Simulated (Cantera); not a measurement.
A perfectly stirred reactor is fed with CH4 : C2H6 : C3H8 : O2 : N2 = 1 : 0.037 : 0.079 : 3.88 : 17.1 (molar parts), equivalence ratio 0.65, at 500000 Pa; it is adiabatic with a 575 K inlet, and is followed from long to short residence time, starting on the burning branch (τ in s: 0.059, 0.024, 0.0098, 0.004, 0.0016, 0.00067, 0.00027, 0.00011, 4.6e-05, 1.9e-05).

Model: GRI-Mech 3.0 (53 species, 325 reactions), integrated in Cantera.

One state of this run: T (K) = 1818; x CH4 = 6.96e-5; x C2H6 = 6.60e-7; x C3H8 = 1.41e-6; x HCO = 2.15e-7; x C2H = 3.68e-9; x CH3 = 1.69e-5. x: mole fraction; the columns are a selection and need not sum to one.

### Question
Which value of τ (s) does it belong to?
(A) 0.0016
(B) 0.0098
(C) 0.059
(D) 0.0040

### Answer
A, 0.0016
